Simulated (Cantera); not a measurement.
Input (Python, Cantera) and output of one run.

```python
import numpy as np
import cantera as ct

gas_names = """
    B BH BH2 BH3 BN BO BO2 B2 B2O B2O2 B2O3 B3O3H3 H HBO HBO2 HNO HNO2 HNO3 HO2 H2 H2O H2O2 H3B3O6 N NH
    NH2 NH3 NH2OH NO NO2 NO3 N2 N2H2 N2H4 N2O O OH O2 O3
""".split()
cond_names = """
    B(b) B(L) BN(s) B2O3(L) B3O3H3(cr) H2O(s) H2O(L)
""".split()


def load(file, names, dense=False):
    # The tables refer to 1 bar. Condensed volumes are neglected.
    table = {s.name: s for s in ct.Species.list_from_file(file)}
    out = []
    for n in names:
        d = dict(table[n].input_data)
        d["thermo"] = dict(d["thermo"], **{"reference-pressure": 1e5})
        if dense:
            d["equation-of-state"] = {"model": "constant-volume", "density": "1e6 g/cm^3"}
        out.append(ct.Species.from_dict(d))
    return out


gas = ct.Solution(thermo="ideal-gas", species=load("nasa_gas.yaml", gas_names))
cond = {s.name: ct.Solution(thermo="fixed-stoichiometry", species=[s], name=s.name)
        for s in load("nasa_condensed.yaml", cond_names, dense=True)}
atoms = {
    'B2O3': {'B': 2, 'O': 3},
    'H2O': {'H': 2, 'O': 1},
    'N2': {'N': 2},
}
top_T = {'BN(s)': 3200}  # K; cautious upper limits of use, not melting points


def equilibrate(T, P, feed):
    n = {}
    for name, mol in feed.items():
        for a, k in atoms[name].items():
            n[a] = n.get(a, 0.0) + k * mol
    gas.TPX = T, P, n
    mass = sum(n.values()) * gas.mean_molecular_weight
    gas.equilibrate("TP")
    valid = [c for c in cond.values() if c.min_temp <= T <= top_T.get(c.name, c.max_temp)]
    mix = ct.Mixture([(gas, mass / gas.mean_molecular_weight)] + [(c, 0.0) for c in valid])
    mix.T, mix.P = T, P
    mix.equilibrate("TP", solver="vcs", rtol=1e-11, max_steps=5000)
    return mix


results = []
feed = {'B2O3': 1, 'H2O': 2.7, 'N2': 0.39}  # mol
P = 20000  # Pa
for T in [875, 925, 975, 1025, 1075, 1125, 1175, 1225, 1275, 1325, 1375, 1425, 1475]:
    mix = equilibrate(T, P, feed)
    results.append((T, P, feed, dict(zip(mix.species_names, mix.species_moles))))
    x = sorted(zip(gas.X, gas.species_names), reverse=True)
    print(f"T = {T:g} K  P = {P:g} Pa  gas = {mix.phase_moles(0):.4g} mol")
    print("   x: " + "  ".join(f"{s} {v:.3e}" for v, s in x if v > 0.001))
    print("   condensed (mol): " + ("  ".join(f"{mix.phase(i).name} {mix.phase_moles(i):.4g}"
          for i in range(1, mix.n_phases) if mix.phase_moles(i) > 1e-12) or "none"))
```

Output:

```
T = 875 K  P = 20000 Pa  gas = 3.06 mol
   x: H2O 8.527e-01  N2 1.275e-01  H3B3O6 1.983e-02
   condensed (mol): B2O3(L) 0.909
T = 925 K  P = 20000 Pa  gas = 3.067 mol
   x: H2O 8.580e-01  N2 1.271e-01  H3B3O6 1.483e-02
   condensed (mol): B2O3(L) 0.9318
T = 975 K  P = 20000 Pa  gas = 3.073 mol
   x: H2O 8.617e-01  N2 1.269e-01  H3B3O6 1.134e-02
   condensed (mol): B2O3(L) 0.9477
T = 1025 K  P = 20000 Pa  gas = 3.077 mol
   x: H2O 8.643e-01  N2 1.268e-01  H3B3O6 8.848e-03
   condensed (mol): B2O3(L) 0.959
T = 1075 K  P = 20000 Pa  gas = 3.08 mol
   x: H2O 8.661e-01  N2 1.266e-01  H3B3O6 7.028e-03
   condensed (mol): B2O3(L) 0.9672
T = 1125 K  P = 20000 Pa  gas = 3.082 mol
   x: H2O 8.672e-01  N2 1.265e-01  H3B3O6 5.673e-03
   condensed (mol): B2O3(L) 0.9729
T = 1175 K  P = 20000 Pa  gas = 3.085 mol
   x: H2O 8.677e-01  N2 1.264e-01  H3B3O6 4.645e-03  HBO2 1.203e-03
   condensed (mol): B2O3(L) 0.9766
T = 1225 K  P = 20000 Pa  gas = 3.088 mol
   x: H2O 8.674e-01  N2 1.263e-01  H3B3O6 3.851e-03  HBO2 2.454e-03
   condensed (mol): B2O3(L) 0.9784
T = 1275 K  P = 20000 Pa  gas = 3.092 mol
   x: H2O 8.659e-01  N2 1.261e-01  HBO2 4.713e-03  H3B3O6 3.226e-03
   condensed (mol): B2O3(L) 0.9777
T = 1325 K  P = 20000 Pa  gas = 3.099 mol
   x: H2O 8.628e-01  N2 1.258e-01  HBO2 8.582e-03  H3B3O6 2.726e-03
   condensed (mol): B2O3(L) 0.974
T = 1375 K  P = 20000 Pa  gas = 3.11 mol
   x: H2O 8.572e-01  N2 1.254e-01  HBO2 1.490e-02  H3B3O6 2.317e-03
   condensed (mol): B2O3(L) 0.966
T = 1425 K  P = 20000 Pa  gas = 3.126 mol
   x: H2O 8.482e-01  N2 1.248e-01  HBO2 2.476e-02  H3B3O6 1.976e-03
   condensed (mol): B2O3(L) 0.952
T = 1475 K  P = 20000 Pa  gas = 3.15 mol
   x: H2O 8.345e-01  N2 1.238e-01  HBO2 3.954e-02  H3B3O6 1.684e-03
   condensed (mol): B2O3(L) 0.9296
```

Equilibrium computed with Cantera from the NASA thermochemical tables; the gas is ideal and each condensed phase is pure. Gases not in the tables: H3BO3.
